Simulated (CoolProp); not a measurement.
The numbers come from the reference Helmholtz-energy equation of state, Gao 2020 in CoolProp.

### Question
For ammonia, give the phase and the cp (kJ/(kg K)), cv (kJ/(kg K)), speed of sound (m/s) at 73.75 °C and 101 kPa; 102.05 °C and 101 kPa; 243.25 °C and 101 kPa.

### Answer
- 73.75 °C and 101 kPa: gas; cp 2.20, cv 1.70, speed of sound 466
- 102.05 °C and 101 kPa: gas; cp 2.25, cv 1.75, speed of sound 483
- 243.25 °C and 101 kPa: gas; cp 2.50, cv 2.00, speed of sound 560
